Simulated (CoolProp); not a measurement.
Sulfur dioxide at 370.45 K and 7.39 MPa is throttled through a valve to 1.88 MPa with no heat exchange. Each further row changes one setting.

The numbers come from the reference Helmholtz-energy equation of state, Gao 2016 in CoolProp.

```
case                       temperature change (K)                       final phase  final density (kg/m³)
-------------------------  ----------------------  --------------------------------  ---------------------
as stated                                   -15.4  two-phase, vapour fraction 0.081                    423
outlet pressure 0.564 MPa                   -61.0  two-phase, vapour fraction 0.263                   56.8
outlet pressure 2.44 MPa                     -3.5  two-phase, vapour fraction 0.016                    909
```
